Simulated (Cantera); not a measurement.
Standard-state values (1 bar) from the NASA 1993 polynomials, evaluated with Cantera. Values are per mole of reaction as written; species without (g) are pure solids or liquids, kept so even where they would boil at 1 bar.

2 TiCl₄ = 2 TiCl₃ + Cl₂(g)

```json
[
 {"T (K)": "473", "ΔH° (kJ)": "154.4", "ΔS° (J/K)": "-29.8", "ΔG° (kJ)": "168.5", "log10 K": "-18.61"},
 {"T (K)": "483", "ΔH° (kJ)": "…", "ΔS° (J/K)": "…", "ΔG° (kJ)": "…", "log10 K": "…"},
 {"T (K)": "493", "ΔH° (kJ)": "153.3", "ΔS° (J/K)": "-32.2", "ΔG° (kJ)": "169.2", "log10 K": "-17.92"},
 {"T (K)": "503", "ΔH° (kJ)": "152.7", "ΔS° (J/K)": "-33.3", "ΔG° (kJ)": "169.5", "log10 K": "-17.60"},
 {"T (K)": "513", "ΔH° (kJ)": "152.2", "ΔS° (J/K)": "-34.4", "ΔG° (kJ)": "169.8", "log10 K": "-17.29"},
 {"T (K)": "523", "ΔH° (kJ)": "151.6", "ΔS° (J/K)": "-35.5", "ΔG° (kJ)": "170.2", "log10 K": "-17.00"},
 {"T (K)": "533", "ΔH° (kJ)": "151.0", "ΔS° (J/K)": "-36.6", "ΔG° (kJ)": "170.5", "log10 K": "-16.71"},
 {"T (K)": "543", "ΔH° (kJ)": "…", "ΔS° (J/K)": "…", "ΔG° (kJ)": "…", "log10 K": "…"}
]
```

Problem. Some entries are withheld; supply them.

Solution. 
- 483, ΔH° (kJ): 153.9
- 483, ΔS° (J/K): -31.0
- 483, ΔG° (kJ): 168.8
- 483, log10 K: -18.26
- 543, ΔH° (kJ): 150.5
- 543, ΔS° (J/K): -37.7
- 543, ΔG° (kJ): 170.9
- 543, log10 K: -16.44
